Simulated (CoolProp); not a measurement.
Vapour pressure (bar) of n-nonane: the reference equation beside estimates from Tc = 594.5 K, pc = 22.82 bar, ω = 0.443.

Computed with CoolProp (reference Helmholtz-energy equation of state, Lemmon 2006). It is a short technical equation, of lower accuracy than the large ones.

```csv
T (K),reference,Lee-Kesler,Redlich-Kwong,Peng-Robinson
286,0.002595,0.002487,0.02966,0.002921
307.3,0.01012,___,0.08068,0.01092
328.7,0.03203,0.03091,0.1873,0.03359
350.1,0.08539,0.08317,0.3827,0.08786
371.5,0.1983,0.1950,0.7066,0.2015
392.9,___,0.4086,1.204,0.4151
414.3,0.7800,0.7799,___,0.7832
435.7,1.370,___,2.904,1.374
457.1,2.262,2.281,4.200,2.269
478.5,3.545,___,5.856,3.563
499.9,5.322,5.372,7.912,5.363
521.3,7.706,7.773,10.41,7.789
542.7,___,10.92,13.39,10.98
564.1,14.88,14.98,16.89,15.07
```

What belongs in the gaps?


- 307.3, Lee-Kesler: 0.009704
- 392.9, reference: 0.4117
- 414.3, Redlich-Kwong: 1.920
- 435.7, Lee-Kesler: 1.377
- 478.5, Lee-Kesler: 3.579
- 542.7, reference: 10.83

Absolute difference from the reference over all 14 rows, mean and median: Lee-Kesler 1.6 and 0.9 %, Redlich-Kwong 253.7 and 129.1 %, Peng-Robinson 2.6 and 1.2 %.
